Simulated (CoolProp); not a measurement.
A single-stage vapour-compression cycle with dimethyl ether: evaporating at 210.15 K (dew point), condensing at 260.15 K (bubble point), superheat 10 K, subcooling 2 K, compressor efficiency 0.9, no pressure losses. Each further row changes one setting.

Values from CoolProp's reference Helmholtz-energy equation of state, Wu 2011.

```csv
case,cooling COP,pressure ratio,discharge temperature (K),refrigerating effect (kJ/kg),volumetric capacity (kJ/m³)
as stated,3.16,12.3,319.4,413,141
evaporating temperature 215.15 K,3.67,8.98,312.3,419,191
condensing temperature 255.15 K,3.57,10.0,310.9,424,144
subcooling 7 K,3.24,12.3,319.4,424,144
superheat 20 K,3.12,12.3,331.1,425,138
compressor efficiency 0.8,2.81,12.3,329.9,413,141
```
